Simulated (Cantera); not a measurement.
## Thermodynamics of abatement and gas-phase synthesis, feed S + H2O + O2

A closed system holds: 1 mol S, 3.7 mol H2O, 2 mol O2, at 68.0 Pa.

Cantera equilibrium calculation (NASA polynomials, part measured and part estimated; ideal gas, pure solids and liquids). Candidate condensed phases: H2O, H2SO4, S; 19 gas species. Equilibrium is a limit: real reactors are often held back by kinetics, nucleation or transport.

| T (°C) | log p H2O | log p H | log p O | log p O2 | log p SO2 | log p OH | log p H2 | log p S | log p SO |
|---|---|---|---|---|---|---|---|---|---|
| 1802 | -3.42 | -4.95 | -4.91 | -3.94 | -3.96 | -4.56 | -4.75 | -7.60 | -5.53 |
| 1902 | -3.47 | -4.57 | -4.61 | -3.95 | -3.99 | -4.40 | -4.51 | -6.95 | -5.21 |
| 2002 | -3.57 | -4.24 | -4.35 | -3.96 | -4.05 | -4.28 | -4.33 | -6.39 | -4.95 |
| 2102 | -3.73 | -3.97 | -4.12 | -3.99 | -4.16 | -4.21 | -4.24 | -5.91 | -4.75 |
| 2202 | -3.98 | -3.76 | -3.92 | -4.06 | -4.32 | -4.21 | -4.23 | -5.49 | -4.61 |
| 2302 | -4.35 | -3.63 | -3.77 | -4.17 | -4.56 | -4.29 | -4.34 | -5.15 | -4.55 |
| 2402 | -4.82 | -3.56 | -3.66 | -4.33 | -4.88 | -4.44 | -4.54 | -4.87 | -4.56 |
| 2502 | -5.37 | -3.52 | -3.58 | -4.55 | -5.30 | -4.66 | -4.80 | -4.66 | -4.66 |
| 2602 | -5.93 | -3.51 | -3.54 | -4.80 | -5.80 | -4.90 | -5.08 | -4.53 | -4.84 |
log p: log10 of the partial pressure in bar; nothing condenses.

From 1802 °C to 2602 °C nothing is condensed.
